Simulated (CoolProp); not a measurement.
R1233zd(E) at 293.15 K and 0.0916 MPa is throttled through a valve to 0.0539 MPa with no heat exchange. Each further row changes one setting.

Values from CoolProp's reference Helmholtz-energy equation of state, Akasaka 2022.

```json
[
 {"case": "as stated", "temperature change (K)": "?", "final density (kg/m³)": "2.96"},
 {"case": "outlet pressure 0.0162 MPa", "temperature change (K)": "?", "final density (kg/m³)": "?"},
 {"case": "outlet pressure 0.0701 MPa", "temperature change (K)": "?", "final density (kg/m³)": "?"}
]
```

### Question
Complete the blanks.

### Answer

- as stated, temperature change (K): -1.2
- outlet pressure 0.0162 MPa, temperature change (K): -2.5
- outlet pressure 0.0162 MPa, final density (kg/m³): 0.880
- outlet pressure 0.0701 MPa, temperature change (K): -0.7
- outlet pressure 0.0701 MPa, final density (kg/m³): 3.87
